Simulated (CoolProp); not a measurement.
The fluid at 298.15 K and 1.8 MPa flows at 7.5 m/s in a round tube of 100 mm bore and 45 µm roughness, fully developed (64/Re and Nu = 3.66 if laminar; Colebrook and Gnielinski if turbulent). The same conditions are run with several fluids, on thermodynamics alone (safety and materials aside).

Computed with CoolProp (reference Helmholtz-energy equation of state of each fluid (CF4 (R14): Platzer 1990; carbon dioxide: Span 1996; oxygen: Schmidt 1985; dry air: Lemmon 2000)). The equations of Platzer and Polt are older, rougher fits. Blends and air are pseudo-pure fits.

```tsv
fluid	Reynolds number	Darcy friction factor	pressure drop (Pa/m)	heat-transfer coefficient (W/(m² K))	mass flow (kg/h)
CF4 (R14)	2810000	0.0165	318	850	14500
carbon dioxide	1750000	0.0166	165	586	7490
oxygen	…	0.0170	112	…	…
dry air	847000	…	101	392	4480
```

Problem. Fill in the missing entries.

Solution. 
- oxygen, Reynolds number: 842000
- oxygen, heat-transfer coefficient (W/(m² K)): 397
- oxygen, mass flow (kg/h): 4980
- dry air, Darcy friction factor: 0.0169

Transport values come from each fluid's own correlations; those of CF4 (R14) are estimates that may be off by 10 % or more.
